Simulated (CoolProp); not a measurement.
Vapour-liquid equilibrium of CF4 (R14) (1) + ethane (2) at -68.25 °C; x and y are mole fractions of (1).

Computed with CoolProp (multi-fluid Helmholtz-energy mixture model, Platzer 1990 and Bücker 2006; pair parameters Bell 2016). This equation is an older, rougher fit; its heat capacities, sound speeds and derivatives of the liquid may be far off and weren't checked against measurements.

Q: Give the bubble pressure and the first vapour's composition at x = 0.65, 0.875, 0.95. Is there an azeotrope?

A: x = 0.65: 1520 kPa, y = 0.842; x = 0.875: 1724 kPa, y = 0.925; x = 0.95: 1796 kPa, y = 0.967. No azeotrope shows between x = 0.05 and 0.95.

The pair parameters rest on a limited set of measurements; away from them the model extrapolates. With so large a gap from Raoult's law the liquid may split in two, which this calculation doesn't test in full.
